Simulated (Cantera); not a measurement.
Input (Python, Cantera) and output of one run.

```python
import numpy as np
import cantera as ct

gas_names = """
    H H2 H2S Pb PbS Pb2 S SH S2 S8
""".split()
cond_names = """
    Pb(cr) Pb(L) PbS(s) PbS(L) S(cr1) S(cr2) S(L)
""".split()


def load(file, names, dense=False):
    # The tables refer to 1 bar. Condensed volumes are neglected.
    table = {s.name: s for s in ct.Species.list_from_file(file)}
    out = []
    for n in names:
        d = dict(table[n].input_data)
        d["thermo"] = dict(d["thermo"], **{"reference-pressure": 1e5})
        if dense:
            d["equation-of-state"] = {"model": "constant-volume", "density": "1e6 g/cm^3"}
        out.append(ct.Species.from_dict(d))
    return out


gas = ct.Solution(thermo="ideal-gas", species=load("nasa_gas.yaml", gas_names))
cond = {s.name: ct.Solution(thermo="fixed-stoichiometry", species=[s], name=s.name)
        for s in load("nasa_condensed.yaml", cond_names, dense=True)}
atoms = {
    'PbS': {'Pb': 1, 'S': 1},
    'H2': {'H': 2},
}
top_T = {}  # K; cautious upper limits of use, not melting points


def equilibrate(T, P, feed):
    n = {}
    for name, mol in feed.items():
        for a, k in atoms[name].items():
            n[a] = n.get(a, 0.0) + k * mol
    gas.TPX = T, P, n
    mass = sum(n.values()) * gas.mean_molecular_weight
    gas.equilibrate("TP")
    valid = [c for c in cond.values() if c.min_temp <= T <= top_T.get(c.name, c.max_temp)]
    mix = ct.Mixture([(gas, mass / gas.mean_molecular_weight)] + [(c, 0.0) for c in valid])
    mix.T, mix.P = T, P
    mix.equilibrate("TP", solver="vcs", rtol=1e-11, max_steps=5000)
    return mix


results = []
feed = {'PbS': 1, 'H2': 56}  # mol
T = 748.15  # K
P = 78  # Pa
mix = equilibrate(T, P, feed)
results.append((T, P, feed, dict(zip(mix.species_names, mix.species_moles))))
x = sorted(zip(gas.X, gas.species_names), reverse=True)
print(f"T = {T:g} K  P = {P:g} Pa  gas = {mix.phase_moles(0):.4g} mol")
print("   x: " + "  ".join(f"{s} {v:.3e}" for v, s in x if v > 0.001))
print("   condensed (mol): " + ("  ".join(f"{mix.phase(i).name} {mix.phase_moles(i):.4g}"
      for i in range(1, mix.n_phases) if mix.phase_moles(i) > 1e-12) or "none"))
```

Output:

```
T = 748.15 K  P = 78 Pa  gas = 56 mol
   x: H2 9.991e-01
   condensed (mol): Pb(L) 0.04609  PbS(s) 0.9525
```

These are equilibrium values from Cantera (NASA tables, ideal gas, pure condensed phases), not measurements of a reactor.
